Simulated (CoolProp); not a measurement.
n-dodecane along the isotherm 86.75 °C: Z from the reference equation and from simpler models built on Tc = 385.0 °C, pc = 1818 kPa, ω = 0.574; each cubic takes its own stable root.

The numbers come from the reference Helmholtz-energy equation of state, Lemmon 2004 in CoolProp. It is a short technical equation, of lower accuracy than the large ones.

| p (kPa) | phase | reference |
|---|---|---|
| 413 | liquid | 0.03357 |
| 826 | liquid | 0.06710 |
| 1240 | liquid | 0.1007 |
| 1650 | liquid | 0.1339 |
| 2070 | liquid | 0.1678 |
| 2480 | liquid | 0.2010 |
| 2890 | liquid | 0.2340 |
| 3300 | liquid | 0.2671 |
| 3720 | liquid | 0.3009 |
| 4130 | liquid | 0.3339 |
| 4540 | liquid | 0.3668 |

How far does each simpler model (van der Waals, Peng-Robinson) lie from the reference over these 11 states: mean and median of the absolute difference, and the worst?


- van der Waals: mean 90.5 %, median 90.3 %, worst +93.4 % at 86.75 °C and 413 kPa
- Peng-Robinson: mean 9.8 %, median 9.8 %, worst +9.8 % at 86.75 °C and 413 kPa
